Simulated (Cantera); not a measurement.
Feed: 1 mol BN, a varied amount of H2, 17 mol F2, equilibrated at 1473 K and 76.0 mbar.

Cantera equilibrium calculation (NASA polynomials, part measured and part estimated; ideal gas, pure solids and liquids). Candidate condensed phases: B, BN; 31 gas species. Rates play no part.

log p: log10 of the partial pressure in bar; nothing condenses.

```tsv
n(H2) (mol)	log p H2	log p HF	log p BF3	log p N2	log p H	log p BHF2	log p BF2
72	-1.32	-1.58	-3.07	-3.37	-5.56	-6.00	-6.60
190	-1.19	[?]	[?]	[?]	-5.49	-5.88	-6.54
310	-1.16	[?]	[?]	[?]	-5.48	-5.85	-6.53
430	-1.15	-2.28	-3.77	-4.07	-5.47	-5.84	-6.52
550	-1.14	-2.38	-3.88	-4.17	-5.47	-5.84	-6.52
670	-1.14	-2.46	-3.96	-4.26	-5.47	-5.83	-6.52
790	-1.14	-2.53	-4.03	-4.33	-5.47	-5.83	-6.52
910	-1.13	-2.59	-4.10	-4.39	-5.47	-5.83	-6.52
```

Question: Fill in the missing entries.

Answer: 
- 190, log p HF: -1.94
- 190, log p BF3: -3.44
- 190, log p N2: -3.74
- 310, log p HF: -2.14
- 310, log p BF3: -3.64
- 310, log p N2: -3.93
